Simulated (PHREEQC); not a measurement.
Dissolve 30 mmol/kgw KH2PO4 and 8.5 mmol/kgw KOH at 25 °C. Closed to the air; pH follows from the charge balance.

All values are PHREEQC results (ion-association model, phreeqc.dat), not measurements.

Precipitation was switched off in this run.

### Question
Order these P species by the share of P that they hold, largest first: KHPO4-, H2PO4-, HPO4-2.

### Answer
H2PO4- (72 %), HPO4-2 (27 %), KHPO4- (0.95 %)

The pH is 6.54 and the ionic strength 0.0464 mol/kgw.
